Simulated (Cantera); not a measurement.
Feed: 1 mol Si2Cl6, 0.84 mol Cl2, a varied amount of H2, held at 900 K and 0.100 bar.

Cantera equilibrium calculation (NASA polynomials, part measured and part estimated; ideal gas, pure solids and liquids). Candidate condensed phases: Si; 19 gas species. The feed counts by its element totals alone. The numbers say what is thermodynamically allowed, not how fast it happens.

Task: Which condensed phases are stable at each of these points (n(H2) (mol)): 9.4, 42, 75, 110, 140, 170, 210, 240, 270?

Result: 
| n(H2) (mol) | condensed phases | Si condensed (%) |
|---|---|---|
| 9.4 | gas only | 0.0 |
| 42 | gas only | 0.0 |
| 75 | gas only | 0.0 |
| 110 | Si(s) | 0.5 |
| 140 | Si(s) | 1.3 |
| 170 | Si(s) | 2.1 |
| 210 | Si(s) | 3.2 |
| 240 | Si(s) | 4.1 |
| 270 | Si(s) | 4.9 |

From 9.4 mol H2 to 75 mol H2 nothing is condensed. From 110 mol H2 to 270 mol H2 the condensed part is Si(s).
